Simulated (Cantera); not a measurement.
Feed: 1 mol SiCl₄, 32 mol H₂, at 1048.15 K and 7.50 Torr.

These are equilibrium values from Cantera (NASA tables, ideal gas, pure condensed phases), not measurements of a reactor. Candidate condensed phases: Si; 19 gas species. The tables' values for SiCl₃ are old estimates; treat these amounts as uncertain. The numbers say what is thermodynamically allowed, not how fast it happens.

**Question.** What is the equilibrium state?

**Answer.** 
```json
{
  "x(H₂)": "0.941",
  "x(HCl)": "0.0345",
  "x(SiCl₄)": "0.0158",
  "x(SiHCl₃)": "0.00441",
  "x(SiCl₂)": "0.00236",
  "x(SiCl₃)": "0.00143",
  "x(SiH₂Cl₂)": "0.000140",
  "x(SiH₃Cl)": "1.16e-6",
  "n(Si(s))": "0.197 mol",
  "gas_amount": "33.30 mol"
}
```
